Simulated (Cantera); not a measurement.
Input (Python, Cantera) and output of one run.

```python
import numpy as np
import cantera as ct

gas_names = [...]  # 87 gases of nasa_gas.yaml made of C, H, Si
cond_names = """
    C(gr) C6H6(L) C7H8(L) C8H18(L),n-octa Si(cr) Si(L) SiC(b)
""".split()


# ... load() reads the species with a 1 bar reference pressure and builds the phases ...
atoms = {
    'SiH4': {'Si': 1, 'H': 4},
    'C3H8': {'C': 3, 'H': 8},
    'H2': {'H': 2},
}
top_T = {'C(gr)': 4500, 'SiC(b)': 3050}  # K; cautious upper limits of use, not melting points


# ... equilibrate(T, P, feed) seeds the gas with the atoms and calls Mixture.equilibrate('TP', solver="vcs", rtol=1e-11, max_steps=5000) ...
results = []
feed = {'SiH4': 1, 'C3H8': 0.16, 'H2': 1.2}  # mol
P = 1333.22  # Pa
for T in [1948, 2048, 2148, 2248, 2348, 2448, 2548, 2648]:
    mix = equilibrate(T, P, feed)
    results.append((T, P, feed, dict(zip(mix.species_names, mix.species_moles))))

top = {s: max(r[3][s] / sum(r[3][g] for g in gas_names) for r in results) for s in gas_names}
cols = sorted((s for s in top if top[s] > 0.0001), key=lambda s: -top[s])[:8]
seen = [c for c in cond_names if any(r[3].get(c, 0) > 1e-12 for r in results)]
print("log10 of partial pressures in bar; condensed amounts in mol")
print(f"{'T/K':>10s}" + "".join(f"{s[:9]:>10s}" for s in cols + seen))
for T, P, feed, n in results:
    ng = sum(n[g] for g in gas_names)
    print(f"{T:10.4g}" + "".join(f"{np.log10(max(n[s] / ng * P / 1e5, 1e-99)):10.3f}" for s in cols)
          + "".join(f"{n.get(c, 0):10.4g}" for c in seen))
```

Output:

```
log10 of partial pressures in bar; condensed amounts in mol
       T/K        H2         H        Si      SiC2      Si2C C2H2,acet       SiH       Si2     Si(L)    SiC(b)
      1948    -1.880    -3.887    -4.634    -8.819    -6.294    -7.842    -5.688    -6.674    0.5121    0.4798
      2048    -1.886    -3.593    -4.122    -7.781    -5.598    -7.237    -5.281    -6.057    0.4945    0.4792
      2148    -1.899    -3.330    -3.658    -6.843    -4.969    -6.697    -4.916    -5.499    0.4443    0.4766
      2248    -1.926    -3.097    -3.236    -5.990    -4.397    -6.220    -4.592    -4.991    0.3089    0.4665
      2348    -1.976    -2.897    -2.888    -5.174    -3.914    -5.735    -4.347    -4.604         0    0.4325
      2448    -2.013    -2.707    -2.874    -4.120    -3.778    -4.669    -4.424    -4.860         0    0.3505
      2548    -2.089    -2.554    -2.790    -3.396    -3.668    -4.047    -4.443    -4.952         0         0
      2648    -2.151    -2.408    -2.770    -3.377    -3.979    -4.057    -4.516    -5.154         0         0
```

Method: chemical equilibrium by Gibbs-energy minimisation in Cantera with the NASA 1993 tables (ideal gas, pure condensed phases). Mutual solubility and eutectic melting of coexisting phases are not modelled. Gases not in the tables: Si2H6 and higher silanes.
